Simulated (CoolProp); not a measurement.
A simple Rankine cycle with neopentane: condensing at 290.15 K, boiler at 1.56 MPa, turbine inlet 395.9 K, turbine efficiency 0.6, pump efficiency 0.7, no recuperator. Each further row changes one setting.

Computed with CoolProp (reference Helmholtz-energy equation of state, Lemmon 2006). It is a short technical equation, of lower accuracy than the large ones.

| case | thermal efficiency (%) | net work (kJ/kg) | heat in (kJ/kg) | turbine exit temperature (K) | volume ratio over the turbine |
|---|---|---|---|---|---|
| as stated | 10.8 | [?] | 469 | [?] | [?] |
| turbine inlet 415.9 K | 10.7 | 55.7 | 520 | 372.7 | 13.4 |
| condensing temperature 282.15 K | 11.7 | [?] | 487 | [?] | 18.9 |
| boiler pressure 1.09 MPa | 9.7 | 47.0 | 487 | [?] | 8.96 |
| turbine efficiency 0.5 | 8.9 | 41.8 | 469 | 354.0 | 14.5 |

Task: What belongs in the gaps?

Result: 
- as stated, net work (kJ/kg): 50.8
- as stated, turbine exit temperature (K): 349.4
- as stated, volume ratio over the turbine: 14.3
- condensing temperature 282.15 K, net work (kJ/kg): 56.9
- condensing temperature 282.15 K, turbine exit temperature (K): 345.8
- boiler pressure 1.09 MPa, turbine exit temperature (K): 360.6
